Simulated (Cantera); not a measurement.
Charge: 1 mol CH₂F₂, 0.012 mol CH₄, held at 0.100 bar.

Method: chemical equilibrium by Gibbs-energy minimisation in Cantera with the NASA 1993 tables (ideal gas, pure condensed phases). Candidate condensed phases: C, C₆H₆, C₇H₈, C₈H₁₈; 95 gas species. Kinetics and transport are ignored. All values below are at 3123 K.

Base state: HF 0.851, H 0.0646, F 0.0520, C₃ 0.0110, H₂ 0.00810, CF 0.00769, C 0.00156, C₂H 0.00115 (mole fractions); condensed: C(graphite).

Task: What changes in the equilibrium state with this change: CH₂F₂ replaced by c-C₄F₈?

Result: 
```json
[
 {"species": "F", "before": "0.0520", "after": "0.706"},
 {"species": "CF₂", "before": "0.000914", "after": "0.168"},
 {"species": "CF", "before": "0.00769", "after": "0.104"},
 {"species": "HF", "before": "0.851", "after": "0.00690"},
 {"species": "H", "before": "0.0646", "after": "3.87e-5"},
 {"species": "C₃", "before": "0.0110", "after": "0.0110"},
 {"species": "H₂", "before": "0.00810", "after": "2.90e-9"},
 {"species": "C₂H₂ (acetylene)", "before": "0.000710", "after": "<1e-9"},
 {"species": "CF₄", "before": "5.39e-9", "after": "0.000182"},
 {"species": "C₄H₂", "before": "2.60e-5", "after": "<1e-9"},
 {"species": "C(graphite), mol", "before": "0.900", "after": "1.85"}
]
```
The feed counts by its element totals alone.

Task: What changes in the equilibrium state with this change: 0.047 mol HCl added?

Result: 
| species | before | after |
|---|---|---|
| HF | 0.851 | 0.829 |
| H | 0.0646 | 0.0707 |
| F | 0.0520 | 0.0463 |
| Cl | 0 | 0.0173 |
| C₃ | 0.0110 | 0.0110 |
| HCl | 0 | 0.00350 |
| CF₂ | 0.000914 | 0.000725 |
| C₄H₂ | 2.60e-5 | 3.11e-5 |
| C₂H₂ (acetylene) | 0.000710 | 0.000849 |
| C(graphite), mol | 0.900 | 0.898 |
